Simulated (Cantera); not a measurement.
Equilibrium for sublimation and decomposition of ceramics: BN + N2

Feed: 1 mol BN, 0.33 mol N2, equilibrated at 2575 °C and 0.00390 bar.

Method: chemical equilibrium by Gibbs-energy minimisation in Cantera with the NASA 1993 tables (ideal gas, pure condensed phases). Candidate condensed phases: B, BN; 5 gas species. Equilibrium is a limit: real reactors are often held back by kinetics, nucleation or transport.

The x(N2) is 0.583 and the x(B) is 0.412. The x(BN) comes out as 0.00450. The x(B2) is 0.000255, the x(N) is 6.07e-5 and the n(B(l)) is 0.409 mol. The gas amount is 1.417 mol.
